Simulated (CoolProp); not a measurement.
Vapour-liquid equilibrium of dimethyl ether (1) + R236FA (2) at 269.9 K; x and y are mole fractions of (1).

Computed with CoolProp (multi-fluid Helmholtz-energy mixture model, Wu 2011 and Pan 2012; pair parameters Bell 2016).

| x | bubble pressure (bar) | y at the bubble point | dew pressure at overall composition x (bar) | liquid density (mol/L) |
|---|---|---|---|---|
| 0.05 | 0.9504 | 0.060 | 0.9487 | 9.762 |
| 0.125 | 0.9710 | 0.157 | 0.9633 | 10.10 |
| 0.2 | 1.002 | 0.263 | 0.9823 | 10.45 |
| 0.275 | 1.047 | 0.374 | 1.006 | 10.81 |
| 0.35 | 1.108 | 0.486 | 1.036 | 11.19 |
| 0.425 | 1.189 | 0.594 | 1.072 | 11.59 |
| 0.5 | 1.291 | 0.692 | 1.117 | 12.01 |
| 0.575 | 1.416 | 0.777 | 1.173 | 12.44 |
| 0.65 | 1.563 | 0.847 | 1.243 | 12.89 |
| 0.725 | 1.727 | 0.901 | 1.335 | 13.37 |
| 0.8 | 1.904 | 0.942 | 1.459 | 13.86 |
| 0.875 | 2.086 | 0.971 | 1.641 | 14.38 |
| 0.95 | 2.264 | 0.991 | 1.951 | 14.92 |

No azeotrope shows between x = 0.05 and 0.95.

The pair parameters rest on a limited set of measurements; away from them the model extrapolates.
